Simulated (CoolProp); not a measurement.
Vapour-liquid equilibrium of CH2F2 (R32) (1) + propylene (2) at 1580 kPa; x and y are mole fractions of (1).

Computed with CoolProp (multi-fluid Helmholtz-energy mixture model, Tillner-Roth 1997 and Lemmon 2013; pair parameters Bell 2016).

| x | bubble temperature, mixture model (°C) | bubble temperature, Raoult's law (°C) | y, mixture model | y, Raoult's law |
|---|---|---|---|---|
| 0.05 | 33.3 | 37.1 | 0.122 | 0.073 |
| 0.2 | (withheld) | 34.1 | (withheld) | 0.271 |
| 0.35 | 19.5 | 31.5 | 0.488 | 0.444 |
| 0.5 | 17.4 | 29.1 | (withheld) | 0.596 |
| 0.65 | (withheld) | 26.9 | 0.657 | 0.732 |
| 0.8 | (withheld) | 24.9 | 0.751 | 0.854 |
| 0.95 | 20.4 | 23.1 | 0.913 | 0.965 |

Problem. Complete the blanks.

Solution. 
- 0.2, bubble temperature, mixture model (°C): 24.0
- 0.2, y, mixture model: 0.357
- 0.5, y, mixture model: 0.578
- 0.65, bubble temperature, mixture model (°C): 16.7
- 0.8, bubble temperature, mixture model (°C): 17.3

The largest gap from Raoult's law is -12.0 K in bubble temperature, at x = 0.35. y crosses x between x = 0.65 and 0.8: the model has an azeotrope there.

The pair parameters rest on a limited set of measurements; away from them the model extrapolates.
